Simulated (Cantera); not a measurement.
Input: 1 mol H₂O, 0.031 mol SO₂, 3 mol H₂, held at 2150 K and 0.133 bar.

Equilibrium computed with Cantera from the NASA thermochemical tables; the gas is ideal and each condensed phase is pure. Candidate condensed phases: H₂O, H₂SO₄, S; 19 gas species. Equilibrium is a limit: real reactors are often held back by kinetics, nucleation or transport.

Question: What is the equilibrium state?

Answer: 
```json
{
 "x(H₂)": "0.722",
 "x(H₂O)": "0.261",
 "x(H)": "0.00981",
 "x(H₂S)": "0.00253",
 "x(SH)": "0.00197",
 "x(SO)": "0.000971",
 "x(S₂)": "0.000566",
 "x(SO₂)": "0.000552",
 "x(S)": "0.000517",
 "gas_amount": "4.035 mol",
 "log10 activity of S(l) (absent)": "-3.71"
}
```
